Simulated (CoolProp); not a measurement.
Vapour-liquid equilibrium of isohexane (1) + benzene (2) at 861 kPa; x and y are mole fractions of (1).

The numbers come from the multi-fluid Helmholtz-energy mixture model, Lemmon 2006 and Thol 2012; pair parameters Bell 2016 in CoolProp.

Question: Give the bubble temperature and the first vapour's composition at x = 0.15, 0.45, 0.85. Is there an azeotrope?

Answer: x = 0.15: 435.8 K, y = 0.235; x = 0.45: 427.5 K, y = 0.535; x = 0.85: 421.9 K, y = 0.869. No azeotrope shows between x = 0.05 and 0.95.

Pair parameters are fitted to limited data, so mixtures are less certain than the pure fluids.
